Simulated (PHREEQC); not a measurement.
Dissolve 0.028 mol/kgw HF, 7.7e-05 mol/kgw KF and 0.0041 mol/kgw NaHCO3 at 25 °C. Closed to the air; pH follows from the charge balance.

All values are PHREEQC results (ion-association model, wateq4f.dat), not measurements.

No solid was allowed to form.

Problem. Predict the pH, ionic strength.

Solution. pH 2.65; ionic strength 0.00661 mol/kgw.

Problem. In which forms is F present?

Solution. HF 68 %, F- 22 %, H2F2 6.8 %, HF2- 3.2 % of the F.

Species that the database lacks are ignored. wateq4f.dat counts part of the HF as a dimer, H2F2, which phreeqc.dat doesn't know; its constant is uncertain.
